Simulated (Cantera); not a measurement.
An isothermal, constant-pressure homogeneous reactor starts with 7.69 % NH₃, 92.3 % N₂, at 1675 K and 0.280 bar.

Cantera simulation using the gas-phase N/H chemistry of the illustrative SiF4/NH3 mechanism in the Surface Chemkin manual (1991); the numbers are that mechanism's predictions, not measurements. Walls and surfaces, which speed up NH3 decomposition in real reactors, are not modelled.

x: mole fraction; the columns are a selection and need not sum to one.

```tsv
t (s)	x NH₃	x N₂H₂	x H₂	x N	x N₂H₄	x NH
2.00e-5	0.0769	<1e-12	5.16e-8	<1e-12	<1e-12	<1e-12
0.000100	0.0769	5.30e-12	3.14e-7	<1e-12	1.18e-12	2.59e-11
0.000502	0.0769	1.88e-10	1.63e-6	<1e-12	3.28e-11	1.12e-9
0.00252	0.0769	5.83e-9	8.99e-6	4.27e-11	8.26e-10	3.75e-8
0.0126	0.0768	1.00e-7	0.000124	6.20e-10	1.21e-8	2.78e-7
0.0632	0.0759	?	?	?	?	?
0.317	0.0717	1.23e-7	0.00724	2.43e-8	1.06e-8	6.29e-7
1.59	0.0549	7.97e-8	0.0307	5.47e-8	5.56e-9	6.78e-7
7.96	0.0200	1.82e-8	0.0792	5.08e-8	1.07e-9	4.13e-7
39.9	?	5.01e-10	0.105	?	2.18e-11	?
200	0.000165	6.09e-12	0.107	2.71e-9	<1e-12	1.15e-8
```

Problem. Fill in the missing entries.

Solution. 
- 0.0632, x N₂H₂: 1.36e-7
- 0.0632, x H₂: 0.00133
- 0.0632, x N: 4.49e-9
- 0.0632, x N₂H₄: 1.47e-8
- 0.0632, x NH: 4.30e-7
- 39.9, x NH₃: 0.00185
- 39.9, x N: 1.88e-8
- 39.9, x NH: 9.40e-8
